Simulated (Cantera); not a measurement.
Cantera run:

```python
import numpy as np
import cantera as ct

gas_names = [...]  # 95 gases of nasa_gas.yaml made of C, F, H
cond_names = """
    C(gr) C6H6(L) C7H8(L) C8H18(L),n-octa
""".split()


# ... load() reads the species with a 1 bar reference pressure and builds the phases ...
atoms = {
    'CH2F2': {'C': 1, 'H': 2, 'F': 2},
    'F2': {'F': 2},
}
top_T = {'C(gr)': 4500}  # K; cautious upper limits of use, not melting points


# ... equilibrate(T, P, feed) seeds the gas with the atoms and calls Mixture.equilibrate('TP', solver="vcs", rtol=1e-11, max_steps=5000) ...
results = []
T = 2950  # K
P = 400  # Pa
for m in [0.016, 0.022, 0.031, 0.043, 0.06, 0.084, 0.12, 0.16, 0.23, 0.32, 0.45, 0.63]:
    feed = {'CH2F2': 1, 'F2': m}  # mol
    mix = equilibrate(T, P, feed)
    results.append((T, P, feed, dict(zip(mix.species_names, mix.species_moles))))

top = {s: max(r[3][s] / sum(r[3][g] for g in gas_names) for r in results) for s in gas_names}
cols = sorted((s for s in top if top[s] > 1e-05), key=lambda s: -top[s])[:6]
seen = [c for c in cond_names if any(r[3].get(c, 0) > 1e-12 for r in results)]
print("log10 of partial pressures in bar; condensed amounts in mol")
print(f"{'n(F2)':>10s}" + "".join(f"{s[:9]:>10s}" for s in cols + seen))
for T, P, feed, n in results:
    ng = sum(n[g] for g in gas_names)
    print(f"{feed['F2']:10.4g}" + "".join(f"{np.log10(max(n[s] / ng * P / 1e5, 1e-99)):10.3f}" for s in cols)
          + "".join(f"{n.get(c, 0):10.4g}" for c in seen))
```

It prints:

```
log10 of partial pressures in bar; condensed amounts in mol
     n(F2)        HF         F         H        C3        CF         C     C(gr)
     0.016    -2.578    -3.272    -3.293    -3.741    -4.255    -4.505     0.563
     0.022    -2.578    -3.265    -3.300    -3.741    -4.248    -4.505    0.5611
     0.031    -2.578    -3.255    -3.311    -3.741    -4.237    -4.505    0.5583
     0.043    -2.579    -3.241    -3.325    -3.741    -4.224    -4.505    0.5544
      0.06    -2.580    -3.222    -3.344    -3.741    -4.205    -4.505    0.5487
     0.084    -2.581    -3.197    -3.372    -3.741    -4.180    -4.505    0.5403
      0.12    -2.585    -3.161    -3.411    -3.741    -4.144    -4.505     0.527
      0.16    -2.590    -3.124    -3.454    -3.741    -4.106    -4.505    0.5113
      0.23    -2.602    -3.066    -3.523    -3.741    -4.048    -4.505     0.482
      0.32    -2.619    -3.003    -3.603    -3.741    -3.986    -4.505    0.4416
      0.45    -2.646    -2.931    -3.702    -3.741    -3.914    -4.505    0.3796
      0.63    -2.685    -2.859    -3.813    -3.741    -3.841    -4.505    0.2893
```

Equilibrium computed with Cantera from the NASA thermochemical tables; the gas is ideal and each condensed phase is pure.
